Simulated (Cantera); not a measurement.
Standard-state values (1 bar) from the NASA 1993 polynomials, evaluated with Cantera. Values are per mole of reaction as written; species without (g) are pure solids or liquids, kept so even where they would boil at 1 bar.

Between 1848 and 2348 K, where is each reaction favourable under standard conditions?
- Si3N4 + 6 F2(g) = 3 Si(g) + 4 NF3(g)


- Si3N4 + 6 F2(g) = 3 Si(g) + 4 NF3(g): ΔG° is 1157 kJ at 1848 K and 1047 kJ at 2348 K; it stays positive (K < 1). ΔH° is 1564 kJ and ΔS° 220 J/K at 2348 K.
